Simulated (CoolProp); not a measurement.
Oxygen along the isobar 255 bar: density (kg/m³) from the reference equation and from simpler models built on Tc = 154.6 K, pc = 50.46 bar, ω = 0.022; each cubic takes its own stable root.

The numbers come from the reference Helmholtz-energy equation of state, Schmidt 1985 in CoolProp. Above 300 K oxygen's equation is extrapolated.

| T (K) | phase | reference | van der Waals | Redlich-Kwong | Soave-Redlich-Kwong | Peng-Robinson |
|---|---|---|---|---|---|---|
| 140.7 | liquid | 970.9 | 729.5 | 965.7 | 965.6 | 1079 |
| 169.5 | supercritical | 826.6 | 657.9 | 806.7 | 805.2 | 891.0 |
| 198.4 | supercritical | 670.3 | 581.3 | 649.6 | 642.0 | 699.4 |
| 227.2 | supercritical | 531.7 | 504.8 | 521.1 | 508.9 | 547.2 |
| 256 | supercritical | 432.4 | 435.1 | 429.8 | 416.7 | 444.0 |
| 284.9 | supercritical | 365.1 | 377.1 | 366.3 | 354.0 | 374.6 |
| 313.7 | supercritical | 318.0 | 331.5 | 320.9 | 309.7 | 325.9 |
| 342.6 | supercritical | 283.0 | 295.7 | 286.6 | 276.5 | 289.7 |
| 371.4 | supercritical | 256.0 | 267.3 | 259.8 | 250.8 | 261.7 |
| 400.3 | supercritical | 234.2 | 244.1 | 238.1 | 230.1 | 239.2 |
